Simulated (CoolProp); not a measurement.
The fluid at 431.84 K and 16.3 MPa flows at 5.1 m/s in a round tube of 4.6 mm bore and 0.25 µm roughness, fully developed (64/Re and Nu = 3.66 if laminar; Colebrook and Gnielinski if turbulent). The same conditions are run with several fluids, on thermodynamics alone (safety and materials aside).

Model: reference Helmholtz-energy equation of state of each fluid (R410A: Lemmon 2003; sulfur hexafluoride: Guder 2009; CH2F2 (R32): Tillner-Roth 1997; C3F8 (R218): Lemmon 2006; R507A: Lemmon 2003), in CoolProp. Blends and air are pseudo-pure fits.

| fluid | Reynolds number | Darcy friction factor | pressure drop (Pa/m) | heat-transfer coefficient (W/(m² K)) | mass flow (kg/h) |
|---|---|---|---|---|---|
| R410A | 277000 | 0.0152 | 23400 | 7650 | 166 |
| sulfur hexafluoride | 360000 | 0.0146 | 35400 | 7960 | 262 |
| CH2F2 (R32) | 284000 | 0.0151 | 18300 | 8710 | 131 |
| C3F8 (R218) | ___ | 0.0151 | 42000 | 8010 | ___ |
| R507A | 262000 | ___ | 29100 | 7980 | ___ |

Problem. Fill in the missing entries.

Solution. 
- C3F8 (R218), Reynolds number: 287000
- C3F8 (R218), mass flow (kg/h): 300
- R507A, Darcy friction factor: 0.0153
- R507A, mass flow (kg/h): 204

Transport values come from each fluid's own correlations; those of CH2F2 (R32), C3F8 (R218) are estimates that may be off by 10 % or more.
